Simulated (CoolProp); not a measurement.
Saturation properties of 1,2-dichloroethane.

Computed with CoolProp (reference Helmholtz-energy equation of state, Thol 2015).

| T (°C) | p (bar) | liquid density (kg/m³) | vapour density (kg/m³) | liquid cp (kJ/(kg K)) |
|---|---|---|---|---|
| 28.25 | 0.1225 | 1241 | 0.4868 | … |
| 40.55 | … | 1223 | 0.8102 | 1.316 |
| 52.85 | … | 1204 | 1.289 | 1.328 |
| 65.15 | 0.5493 | 1186 | 1.970 | … |
| 77.45 | 0.8349 | 1166 | 2.909 | 1.357 |
| 89.65 | 1.224 | 1147 | 4.158 | 1.373 |
| 101.95 | 1.749 | 1127 | 5.807 | 1.391 |
| 114.25 | 2.435 | 1106 | 7.926 | 1.410 |
| 126.55 | 3.311 | 1084 | 10.61 | 1.430 |
| 138.85 | 4.412 | 1062 | … | 1.452 |
| 151.15 | 5.770 | 1038 | 18.08 | 1.476 |
| 163.45 | 7.423 | … | 23.13 | 1.502 |
| 175.75 | 9.408 | 988.9 | … | 1.531 |

Question: Some entries are withheld; supply them.

Answer: 
- 28.25, liquid cp (kJ/(kg K)): 1.305
- 40.55, p (bar): 0.2116
- 52.85, p (bar): 0.3482
- 65.15, liquid cp (kJ/(kg K)): 1.342
- 138.85, vapour density (kg/m³): 13.95
- 163.45, liquid density (kg/m³): 1014
- 175.75, vapour density (kg/m³): 29.29

It boils at 83.5 °C under 1 atm.
